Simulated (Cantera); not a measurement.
A Cantera script and its output.

```python
import numpy as np
import cantera as ct

gas = ct.Solution("gri30.yaml")
gas.TPX = 550, 160000, {'CO': 1, 'H2': 0.041, 'O2': 0.62, 'N2': 2.33, 'CO2': 0.28}
inlet = ct.Reservoir(gas, clone=True)
gas.equilibrate("HP")  # start burning
reactor = ct.IdealGasConstPressureReactor(gas, energy="on", clone=False)
exhaust = ct.Reservoir(gas, clone=True)
tau = [0.2, 0.08, 0.032, 0.013, 0.0053, 0.0022, 0.00088, 0.00036, 0.00014, 5.9e-05][0]
for a, b in ((inlet, reactor), (reactor, exhaust)):
    ct.MassFlowController(a, b, mdot=lambda t: reactor.mass / tau)
net = ct.ReactorNet([reactor])
show = ['CO', 'H2', 'O2', 'O', 'H2O2', 'H']

rows = []
print(f"{'tau/s':>10s}{'T/K':>9s}" + "".join(f"{s:>11s}" for s in show))
for tau in [0.2, 0.08, 0.032, 0.013, 0.0053, 0.0022, 0.00088, 0.00036, 0.00014, 5.9e-05]:
    net.initial_time = 0.0
    net.advance(30 * tau)
    before = gas.X
    net.advance(40 * tau)
    drift = np.max(np.abs(gas.X - before) / (gas.X + 1e-9))
    rows.append([gas.T, *gas[show].X, drift])
    print(f"{tau:10.3e}{gas.T:9.1f}" + "".join(f"{x:11.3e}" for x in gas[show].X))
```

Output:

```
     tau/s      T/K         CO         H2         O2          O       H2O2          H
 2.000e-01   2273.5  1.881e-02  1.062e-04  3.305e-02  8.309e-04  1.086e-08  9.366e-05
 8.000e-02   2250.2  2.247e-02  1.279e-04  3.520e-02  1.071e-03  1.262e-08  1.305e-04
 3.200e-02   2204.7  2.923e-02  1.698e-04  3.876e-02  1.591e-03  1.693e-08  2.195e-04
 1.300e-02   2134.9  3.901e-02  2.347e-04  4.348e-02  2.536e-03  2.607e-08  4.076e-04
 5.300e-03   2044.3  5.092e-02  3.197e-04  4.882e-02  4.026e-03  4.337e-08  7.622e-04
 2.200e-03   1937.8  6.397e-02  4.181e-04  5.435e-02  6.115e-03  7.519e-08  1.367e-03
 8.800e-04   1806.3  7.906e-02  5.268e-04  6.058e-02  8.942e-03  1.430e-07  2.382e-03
 3.600e-04   1645.3  9.770e-02  6.236e-04  6.875e-02  1.155e-02  2.961e-07  3.620e-03
 1.400e-04    550.0  2.341e-01  9.600e-03  1.452e-01  1.701e-17 -5.787e-17  1.920e-20
 5.900e-05    550.0  2.341e-01  9.600e-03  1.452e-01  1.118e-17 -2.512e-18  1.257e-20
```

Model: GRI-Mech 3.0 (53 species, 325 reactions), integrated in Cantera.
